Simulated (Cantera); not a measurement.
Input: 1 mol HMDSO, 18 mol N2O, held at 1.00 Torr.

Cantera equilibrium calculation (NASA polynomials, part measured and part estimated; ideal gas, pure solids and liquids). Candidate condensed phases: C, C6H6, C7H8, C8H18, H2O, Si, SiC, SiO2, Si2N2O, Si3N4; 151 gas species. The feed counts by its element totals alone. The tables hold silica as quartz up to 1696 K and as liquid above; real silica turns to tridymite and cristobalite and melts near 1996 K. Equilibrium is a limit: real reactors are often held back by kinetics, nucleation or transport. All values below are at 1573 K.

Base state: N2 0.545, H2O 0.191, CO 0.100, CO2 0.0815, H2 0.0813, H 0.000318, OH 2.69e-5 (mole fractions); condensed: SiO2(β-quartz).

### Question
What changes in the equilibrium state with this change: N2O from 18 to 0.18 mol?

### Answer
```csv
species,before,after
H2,0.0813,0.868
CO,0.100,0.114
N2,0.545,0.0173
H2O,0.191,1.37e-7
CO2,0.0815,6.18e-9
SiO,4.08e-6,0.000298
HCN,<1e-9,0.000211
OH,2.69e-5,<1e-9
"SiO2(β-quartz), mol",2.00,0
"C(graphite), mol",0,2.82
"SiC(s), mol",0,2.00
```
